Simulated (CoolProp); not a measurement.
Properties of tetradecamethylhexasiloxane (MD4M) along the isobar 0.971 MPa (Tc = 653.2 K, pc = 0.8286 MPa, ω = 0.800).

Computed with CoolProp (reference Helmholtz-energy equation of state, Thol 2019).

```json
[
 {"T (K)": "455.1", "phase": "liquid", "density (kg/m³)": "733.5", "expansivity (1/kK)": "1.430", "fugacity coefficient": "0.01439"},
 {"T (K)": "466.1", "phase": "liquid", "density (kg/m³)": "721.8", "expansivity (1/kK)": "1.478", "fugacity coefficient": "0.02041"},
 {"T (K)": "477.1", "phase": "liquid", "density (kg/m³)": "710.0", "expansivity (1/kK)": "1.530", "fugacity coefficient": "…"},
 {"T (K)": "488.1", "phase": "liquid", "density (kg/m³)": "697.9", "expansivity (1/kK)": "1.588", "fugacity coefficient": "0.03823"},
 {"T (K)": "499.1", "phase": "liquid", "density (kg/m³)": "685.6", "expansivity (1/kK)": "1.654", "fugacity coefficient": "0.05065"},
 {"T (K)": "510.1", "phase": "liquid", "density (kg/m³)": "673.0", "expansivity (1/kK)": "1.729", "fugacity coefficient": "0.06581"},
 {"T (K)": "521.1", "phase": "liquid", "density (kg/m³)": "660.0", "expansivity (1/kK)": "1.814", "fugacity coefficient": "0.08400"},
 {"T (K)": "532.1", "phase": "liquid", "density (kg/m³)": "646.6", "expansivity (1/kK)": "1.913", "fugacity coefficient": "0.1054"},
 {"T (K)": "543", "phase": "liquid", "density (kg/m³)": "632.9", "expansivity (1/kK)": "2.027", "fugacity coefficient": "…"},
 {"T (K)": "554", "phase": "liquid", "density (kg/m³)": "618.5", "expansivity (1/kK)": "2.165", "fugacity coefficient": "0.1585"},
 {"T (K)": "565", "phase": "liquid", "density (kg/m³)": "603.4", "expansivity (1/kK)": "2.333", "fugacity coefficient": "0.1905"},
 {"T (K)": "576", "phase": "liquid", "density (kg/m³)": "587.4", "expansivity (1/kK)": "2.541", "fugacity coefficient": "0.2261"},
 {"T (K)": "587", "phase": "liquid", "density (kg/m³)": "570.5", "expansivity (1/kK)": "2.808", "fugacity coefficient": "0.2653"},
 {"T (K)": "598", "phase": "liquid", "density (kg/m³)": "…", "expansivity (1/kK)": "3.165", "fugacity coefficient": "0.3077"},
 {"T (K)": "609", "phase": "liquid", "density (kg/m³)": "531.8", "expansivity (1/kK)": "3.665", "fugacity coefficient": "0.3530"},
 {"T (K)": "620", "phase": "liquid", "density (kg/m³)": "508.8", "expansivity (1/kK)": "4.419", "fugacity coefficient": "0.4009"}
]
```

Task: Fill in the missing entries.

Result: 
- 477.1, fugacity coefficient: 0.02826
- 543, fugacity coefficient: 0.1301
- 598, density (kg/m³): 552.1
